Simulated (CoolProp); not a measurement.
Vapour-liquid equilibrium of sulfur dioxide (1) + toluene (2) at 20.4 kPa; x and y are mole fractions of (1).

Model: multi-fluid Helmholtz-energy mixture model, Gao 2016 and Lemmon 2006; pair parameters Bell 2016, in CoolProp.

Q: Give the bubble temperature and the first vapour's composition at x = 0.575, 0.725, 0.8. Is there an azeotrope?

A: x = 0.575: 240.9 K, y = 0.998; x = 0.725: 237.1 K, y = 0.999; x = 0.8: 235.6 K, y = 0.999. No azeotrope shows between x = 0.05 and 0.95.

Pair parameters are fitted to limited data, so mixtures are less certain than the pure fluids. The gap from Raoult's law changes sign with composition, which may be real or a fault of the pair parameters; it wasn't checked against measurements.
